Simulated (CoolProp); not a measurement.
Hexamethyldisiloxane (MM) along the isobar 59.9 bar: fugacity coefficient from the reference equation and from simpler models built on Tc = 245.6 °C, pc = 19.31 bar, ω = 0.418; each cubic takes its own stable root.

Computed with CoolProp (reference Helmholtz-energy equation of state, Thol 2016).

| T (°C) | phase | reference | van der Waals | Redlich-Kwong | Soave-Redlich-Kwong | Peng-Robinson |
|---|---|---|---|---|---|---|
| 228.75 | liquid | (withheld) | 0.3272 | 0.2757 | (withheld) | (withheld) |
| 243.45 | liquid | 0.2856 | 0.3528 | 0.3090 | 0.3073 | 0.2857 |
| 258.25 | supercritical | 0.3285 | (withheld) | 0.3429 | 0.3534 | 0.3288 |
| 273.05 | supercritical | 0.3725 | 0.4045 | 0.3769 | 0.4004 | 0.3726 |
| 287.75 | supercritical | 0.4165 | (withheld) | 0.4105 | 0.4469 | 0.4161 |
| 302.55 | supercritical | 0.4604 | 0.4552 | 0.4437 | (withheld) | (withheld) |
| 317.35 | supercritical | (withheld) | 0.4801 | 0.4761 | 0.5370 | 0.5005 |
| 332.05 | supercritical | 0.5437 | 0.5043 | 0.5071 | 0.5787 | 0.5397 |
| 346.85 | supercritical | 0.5822 | 0.5280 | 0.5370 | 0.6181 | 0.5769 |

### Question
What belongs in the gaps?

### Answer

- 228.75, reference: 0.2448
- 228.75, Soave-Redlich-Kwong: 0.2631
- 228.75, Peng-Robinson: 0.2446
- 258.25, van der Waals: 0.3787
- 287.75, van der Waals: 0.4299
- 302.55, Soave-Redlich-Kwong: 0.4928
- 302.55, Peng-Robinson: 0.4590
- 317.35, reference: 0.5031
